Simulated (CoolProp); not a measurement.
Ethylene along the isotherm 176.85 °C: Z from the reference equation and from simpler models built on Tc = 9.2 °C, pc = 5.042 MPa, ω = 0.087; each cubic takes its own stable root.

The numbers come from the reference Helmholtz-energy equation of state, Smukala 2000 in CoolProp.

```json
[
 {"p (MPa)": "4.2", "phase": "gas", "reference": "0.9446"},
 {"p (MPa)": "8.4", "phase": "supercritical", "reference": "0.8971"},
 {"p (MPa)": "12.6", "phase": "supercritical", "reference": "0.8633"},
 {"p (MPa)": "16.8", "phase": "supercritical", "reference": "0.8478"},
 {"p (MPa)": "21", "phase": "supercritical", "reference": "0.8516"},
 {"p (MPa)": "25.2", "phase": "supercritical", "reference": "0.8716"},
 {"p (MPa)": "29.4", "phase": "supercritical", "reference": "0.9034"},
 {"p (MPa)": "33.6", "phase": "supercritical", "reference": "0.9429"},
 {"p (MPa)": "37.8", "phase": "supercritical", "reference": "0.9876"},
 {"p (MPa)": "42", "phase": "supercritical", "reference": "1.035"},
 {"p (MPa)": "46.2", "phase": "supercritical", "reference": "1.085"},
 {"p (MPa)": "50.4", "phase": "supercritical", "reference": "1.137"}
]
```

Task: How far does each simpler model (van der Waals, Redlich-Kwong, Soave-Redlich-Kwong, Peng-Robinson) lie from the reference over these 12 states: mean and median of the absolute difference, and the worst?

Result: 
- van der Waals: mean 6.1 %, median 5.9 %, worst +12.7 % at 176.85 °C and 50.4 MPa
- Redlich-Kwong: mean 0.5 %, median 0.4 %, worst -1.3 % at 176.85 °C and 12.6 MPa
- Soave-Redlich-Kwong: mean 4.1 %, median 4.5 %, worst +5.8 % at 176.85 °C and 25.2 MPa
- Peng-Robinson: mean 1.9 %, median 1.3 %, worst -4.7 % at 176.85 °C and 50.4 MPa
